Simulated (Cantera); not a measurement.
## Low-pressure radical oxidation in H2/O2

An isothermal, constant-pressure homogeneous reactor starts with H2 : O2 = 0.11 : 1 (molar parts), at 925 K and 0.0263 atm.

Model: GRI-Mech 3.0 (53 species, 325 reactions), integrated in Cantera. Radical loss at walls, strong at low pressure, is not modelled. Below about 950 K walls govern HO2 and H2O2 in real vessels. The temperature is held fixed by assumption; the heat of reaction is taken as removed at once.

| t (s) | x H2 | x O2 | x H2O | x O | x H |
|---|---|---|---|---|---|
| 7.00e-5 | 0.0991 | 0.901 | 1.76e-12 | 3.00e-12 | 1.17e-11 |
| 0.000251 | 0.0991 | 0.901 | 4.71e-11 | 3.50e-11 | 5.63e-11 |
| 0.000903 | 0.0991 | 0.901 | 3.92e-9 | 1.74e-9 | 2.15e-9 |
| 0.00325 | 0.0978 | 0.900 | 0.000982 | 0.000395 | 0.000502 |
| 0.0117 | 0.00130 | 0.894 | 0.102 | 0.00129 | 0.000340 |
| 0.0419 | 0.000173 | 0.896 | 0.104 | 0.000101 | 5.03e-6 |
| 0.150 | 2.49e-5 | 0.896 | 0.104 | 1.23e-5 | 2.18e-7 |
| 0.540 | 2.19e-6 | 0.896 | 0.104 | 1.48e-6 | 9.32e-9 |
| 1.94 | 1.00e-7 | 0.896 | 0.104 | 2.07e-7 | 4.62e-10 |
| 6.97 | 3.99e-9 | 0.896 | 0.104 | 3.93e-8 | 3.70e-11 |
| 25.1 | 6.41e-10 | 0.896 | 0.104 | 9.20e-9 | 4.16e-12 |
| 90.0 | 1.51e-10 | 0.896 | 0.104 | 2.35e-9 | <1e-12 |
x: mole fraction; the columns are a selection and need not sum to one.

Equilibrium at this temperature and pressure: H2 5.31e-12, O2 0.896, H2O 0.104, O 7.82e-11, H <1e-12 (gas phase only).
